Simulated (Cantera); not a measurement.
A freely propagating, adiabatic, planar premixed flame of CH4 : O2 : N2 = 1 : 2 : 7.52 (molar parts), equivalence ratio 1.0, unburnt at 550 K and 518 Torr; mixture-averaged transport, grid criteria slope 0.08 and curve 0.16, no radiation.

Model: GRI-Mech 3.0 (53 species, 325 reactions), integrated in Cantera. Burning velocities carry a grid error of a few per cent, more on coarse grids.

Problem. What does this change do: inlet temperature 550 to 648 K?

Solution. 
| quantity | before | after |
|---|---|---|
| laminar burning velocity | 121 cm/s | 167 cm/s |
| thermal thickness | 0.467 mm | 0.434 mm |
| peak x(C2H6) | 0.00107 | 0.00114 |

Problem. What does this change do: 0.1 parts CO2 added?

Solution. 
| quantity | before | after |
|---|---|---|
| laminar burning velocity | 121 cm/s | 115 cm/s |
| thermal thickness | 0.467 mm | 0.485 mm |
| peak x(C2H6) | 0.00107 | 0.00106 |
